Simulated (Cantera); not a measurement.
Feed: 1 mol HMDSO, 7.8 mol CO2, 12 mol N2, at 752 °C and 0.550 bar.

Cantera equilibrium calculation (NASA polynomials, part measured and part estimated; ideal gas, pure solids and liquids). The feed counts by its element totals alone. Equilibrium is a limit: real reactors are often held back by kinetics, nucleation or transport.

| species | before | after |
|---|---|---|
| N2 | 0.370 | 0.526 |
| CO | 0.334 | 0.216 |
| CO2 | 0.0211 | 0.126 |
| H2 | 0.260 | 0.0908 |
| H2O | 0.0126 | 0.0408 |
| CH4 | 0.00272 | 2.34e-5 |
| NH3 | 2.19e-5 | 5.40e-6 |
| C(graphite), mol | 2.21 | 0 |
| SiO2(β-quartz), mol | 2.00 | 2.00 |
Gas species are given as mole fractions.

Q: Which change was made?
A) HMDSO replaced by Si2H6
B) temperature from 752 °C to 1052 °C
C) pressure from 0.550 bar to 1.00 mbar
D) pressure from 0.550 bar to 48.0 mbar

A: A, HMDSO replaced by Si2H6
